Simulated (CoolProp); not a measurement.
Saturation properties of carbon dioxide.

Values from CoolProp's reference Helmholtz-energy equation of state, Span 1996.

```
T (°C)  p (MPa)  vapour Z  liquid viscosity (µPa s)  vapour viscosity (µPa s)  liquid conductivity (mW/(m K))
------  -------  --------  ------------------------  ------------------------  ------------------------------
-35.25    1.192    0.8570                       178                      12.0                             151
-33.05    1.287    0.8492                       172                      12.1                             148
-30.85    1.387    0.8410                       166                      12.3                             146
-28.65    1.494    0.8326                       160                      12.4                             143
-26.45    1.606    0.8239                       155                      12.5                             140
-24.25    1.724    0.8149                       150                      12.7                             138
-21.95    1.854    0.8051                       144                      12.8                             135
-19.75    1.985    0.7955                       139                      12.9                             133
-17.55    2.123    0.7855                       134                      13.1                             130
-15.35    2.267    0.7751                       130                      13.3                             127
-13.15    2.419    0.7644                       125                      13.4                             125
-10.95    2.578    0.7533                       121                      13.6                             122
-8.75     2.744    0.7419                       116                      13.8                             120
```

Viscosity comes from a separate model (Laesecke 2017). Thermal conductivity comes from a separate model (Huber 2016).
